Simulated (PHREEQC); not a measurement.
A PHREEQC speciation (ion-association model, wateq4f.dat) at 20 °C gives pH 1.83 and these molalities:

```tsv
species	mol/kgw
SO4-2	0.0791
Fe+2	0.0740
FeSO4	0.0578
HSO4-	0.0349
H+	0.0189
Mn+2	0.00900
FeHSO4+	0.00816
MnSO4	0.00700
```

Question: What are the element totals, and what could have been dissolved in 1 kg of water to give them?

Answer: Several could match; the one computed here: totals Fe(2) 0.140, Mn(2) 0.0160, S(6) 0.187 mol/kgw, from 31 mmol/kgw H2SO4, 140 mmol/kgw FeSO4 and 16 mmol/kgw MnSO4.

Precipitation was switched off in this run.
